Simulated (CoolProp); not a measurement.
Aqueous methanol as a coolant, 14 % by mass, freezing at -9.7 °C, 1 atm.

Computed with CoolProp (Melinder's fits for secondary coolants).

| T (°C) | conductivity (W/(m K)) | cp (kJ/(kg K)) | density (kg/m³) | Prandtl number |
|---|---|---|---|---|
| -8.2 | 0.479 | 4.178 | 980.1 | 35.1 |
| -3.7 | 0.485 | 4.180 | 979.8 | 28.4 |
| 0.9 | 0.491 | 4.180 | 979.4 | 23.3 |
| 5.4 | 0.497 | 4.180 | 978.8 | 19.4 |
| 10 | 0.503 | 4.178 | 978.0 | 16.3 |
| 14.5 | 0.509 | 4.175 | 977.0 | 13.9 |
| 19 | 0.515 | 4.170 | 975.9 | 11.9 |
| 23.6 | 0.520 | 4.165 | 974.5 | 10.3 |
| 28.1 | 0.526 | 4.159 | 973.0 | 9.07 |
| 32.7 | 0.531 | 4.151 | 971.4 | 7.98 |
